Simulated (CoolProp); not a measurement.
A single-stage vapour-compression cycle with the fluid: evaporating at 270.15 K (dew point), condensing at 315.15 K (bubble point), superheat 2 K, subcooling 2 K, compressor efficiency 0.85, no pressure losses. The same conditions are run with several fluids, on thermodynamics alone (safety and materials aside).

The numbers come from the reference Helmholtz-energy equation of state of each fluid (R113: Marx 1992; R1132(E): Akasaka 2024; chloromethane (R40): Thol 2014; R1336mzz(Z): McLinden 2020; c-C4F8 (RC318): Platzer 1990; sulfur dioxide: Gao 2016) in CoolProp. The equations of Platzer and Polt are older, rougher fits.

```
fluid                cooling COP  pressure ratio  discharge temperature (K)  refrigerating effect (kJ/kg)  volumetric capacity (kJ/m³)
-------------------  -----------  --------------  -------------------------  ----------------------------  ---------------------------
R113                        4.38            6.46                      317.3                           122                          132
R1132(E)                    3.83            3.38                      339.7                           177                         4270
chloromethane (R40)         4.34             [?]                      371.6                           338                         1870
R1336mzz(Z)                 4.23            6.42                      315.1                           130                          205
c-C4F8 (RC318)              3.72            4.55                      315.1                          69.9                          741
sulfur dioxide              4.34             [?]                      393.4                           [?]                         1310
```

Complete the blanks.


- chloromethane (R40), pressure ratio: 3.95
- sulfur dioxide, pressure ratio: 4.87
- sulfur dioxide, refrigerating effect (kJ/kg): 325

The compression ends wet for: R1336mzz(Z); c-C4F8 (RC318).
